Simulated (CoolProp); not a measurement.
Properties of R143a at several states.

Model: reference Helmholtz-energy equation of state, Lemmon and Jacobsen 2000, in CoolProp.

```json
[
 {"T (K)": "170.7", "p (MPa)": "0.0105", "phase": "liquid", "Z": "0.0004754", "cv (kJ/(kg K))": "0.8113", "isothermal compressibility (1/MPa)": "0.001117", "Prandtl number": "3.94", "fugacity coefficient": "0.2535"},
 {"T (K)": "298.4", "p (MPa)": "3.17", "phase": "liquid", "Z": "0.1133", "cv (kJ/(kg K))": "0.9838", "isothermal compressibility (1/MPa)": "0.009234", "Prandtl number": "2.58", "fugacity coefficient": "0.3409"},
 {"T (K)": "397", "p (MPa)": "0.921", "phase": "gas", "Z": "0.9429", "cv (kJ/(kg K))": "1.033", "isothermal compressibility (1/MPa)": "1.153", "Prandtl number": "0.684", "fugacity coefficient": "0.9451"},
 {"T (K)": "230.9", "p (MPa)": "0.3", "phase": "liquid", "Z": "0.01139", "cv (kJ/(kg K))": "0.8723", "isothermal compressibility (1/MPa)": "0.002507", "Prandtl number": "2.80", "fugacity coefficient": "0.4047"},
 {"T (K)": "444.1", "p (MPa)": "1.82", "phase": "gas", "Z": "0.9261", "cv (kJ/(kg K))": "1.113", "isothermal compressibility (1/MPa)": "0.5937", "Prandtl number": "0.682", "fugacity coefficient": "0.9293"},
 {"T (K)": "238.5", "p (MPa)": "15.4", "phase": "liquid", "Z": "0.5565", "cv (kJ/(kg K))": "0.8879", "isothermal compressibility (1/MPa)": "0.001988", "Prandtl number": "2.71", "fugacity coefficient": "0.01883"}
]
```

Viscosity comes from a separate model (Klein 1997), an estimate that may be off by 10 % or more. Thermal conductivity comes from a separate model (McLinden 2000), an estimate that may be off by 10 % or more.
